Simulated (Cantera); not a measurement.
Input (Python, Cantera) and output of one run.

```python
import numpy as np
import cantera as ct

gas_names = """
    H H2 N NH NH2 NH3 N2 N2H2 N2H4 Si SiH SiH2 SiH3 SiH4 SiN Si2 Si2N Si3
""".split()
cond_names = """
    Si(cr) Si(L) Si3N4(a)
""".split()


def load(file, names, dense=False):
    # The tables refer to 1 bar. Condensed volumes are neglected.
    table = {s.name: s for s in ct.Species.list_from_file(file)}
    out = []
    for n in names:
        d = dict(table[n].input_data)
        d["thermo"] = dict(d["thermo"], **{"reference-pressure": 1e5})
        if dense:
            d["equation-of-state"] = {"model": "constant-volume", "density": "1e6 g/cm^3"}
        out.append(ct.Species.from_dict(d))
    return out


gas = ct.Solution(thermo="ideal-gas", species=load("nasa_gas.yaml", gas_names))
cond = {s.name: ct.Solution(thermo="fixed-stoichiometry", species=[s], name=s.name)
        for s in load("nasa_condensed.yaml", cond_names, dense=True)}
atoms = {
    'trisilylamine': {'Si': 3, 'N': 1, 'H': 9},
    'N2': {'N': 2},
}
top_T = {'Si3N4(a)': 2400}  # K; cautious upper limits of use, not melting points


def equilibrate(T, P, feed):
    n = {}
    for name, mol in feed.items():
        for a, k in atoms[name].items():
            n[a] = n.get(a, 0.0) + k * mol
    gas.TPX = T, P, n
    mass = sum(n.values()) * gas.mean_molecular_weight
    gas.equilibrate("TP")
    valid = [c for c in cond.values() if c.min_temp <= T <= top_T.get(c.name, c.max_temp)]
    mix = ct.Mixture([(gas, mass / gas.mean_molecular_weight)] + [(c, 0.0) for c in valid])
    mix.T, mix.P = T, P
    mix.equilibrate("TP", solver="vcs", rtol=1e-11, max_steps=5000)
    return mix


results = []
T = 1123  # K
P = 3500  # Pa
for m in [0.24, 0.34, 0.46, 0.63, 0.86, 1.2, 1.6, 2.2, 3.1, 4.2, 5.7, 7.9, 11]:
    feed = {'trisilylamine': 1, 'N2': m}  # mol
    mix = equilibrate(T, P, feed)
    results.append((T, P, feed, dict(zip(mix.species_names, mix.species_moles))))

top = {s: max(r[3][s] / sum(r[3][g] for g in gas_names) for r in results) for s in gas_names}
cols = sorted((s for s in top if top[s] > 1e-06), key=lambda s: -top[s])[:8]
seen = [c for c in cond_names if any(r[3].get(c, 0) > 1e-12 for r in results)]
print("log10 of partial pressures in bar; condensed amounts in mol")
print(f"{'n(N2)':>10s}" + "".join(f"{s[:9]:>10s}" for s in cols + seen))
for T, P, feed, n in results:
    ng = sum(n[g] for g in gas_names)
    print(f"{feed['N2']:10.4g}" + "".join(f"{np.log10(max(n[s] / ng * P / 1e5, 1e-99)):10.3f}" for s in cols)
          + "".join(f"{n.get(c, 0):10.4g}" for c in seen))
```

Output:

```
log10 of partial pressures in bar; condensed amounts in mol
     n(N2)        H2        N2       NH3    Si(cr)  Si3N4(a)
      0.24    -1.456    -8.655   -10.063      1.89      0.37
      0.34    -1.456    -8.655   -10.063      1.74      0.42
      0.46    -1.456    -8.655   -10.063      1.56      0.48
      0.63    -1.456    -8.655   -10.063     1.305     0.565
      0.86    -1.456    -8.655   -10.063      0.96      0.68
       1.2    -1.456    -8.655   -10.063      0.45      0.85
       1.6    -1.465    -3.119    -7.310         0         1
       2.2    -1.519    -2.327    -6.994         0         1
       3.1    -1.588    -2.037    -6.953         0         1
       4.2    -1.660    -1.882    -6.983         0         1
       5.7    -1.742    -1.772    -7.051         0         1
       7.9    -1.840    -1.687    -7.156         0         1
        11    -1.949    -1.624    -7.287         0         1
```

Equilibrium computed with Cantera from the NASA thermochemical tables; the gas is ideal and each condensed phase is pure. The feed counts by its element totals alone. Mutual solubility and eutectic melting of coexisting phases are not modelled.
